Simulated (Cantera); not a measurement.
Charge: 1 mol SiH₂Cl₂, 12 mol NH₃, 1.4 mol N₂, at 46000 Pa.

Cantera equilibrium calculation (NASA polynomials, part measured and part estimated; ideal gas, pure solids and liquids). Candidate condensed phases: NH₄Cl, Si, Si₃N₄; 28 gas species. Rates play no part. All values below are at 652 °C.

Base state: H₂ 0.673, N₂ 0.252, HCl 0.0746, NH₃ 0.000127, SiCl₄ 5.52e-5 (mole fractions); condensed: Si₃N₄(s).

Task: What changes in the equilibrium state with this change: NH₃ from 12 to 1.6 mol?

Result: 
```json
[
 {"species": "H₂", "before": "0.673", "after": "0.445"},
 {"species": "N₂", "before": "0.252", "after": "0.273"},
 {"species": "HCl", "before": "0.0746", "after": "0.264"},
 {"species": "SiCl₄", "before": "5.52e-5", "after": "0.0188"},
 {"species": "SiHCl₃", "before": "1.81e-6", "after": "0.000115"},
 {"species": "NH₃", "before": "0.000127", "after": "7.08e-5"},
 {"species": "Si₃N₄(s), mol", "before": "0.333", "after": "0.296"}
]
```
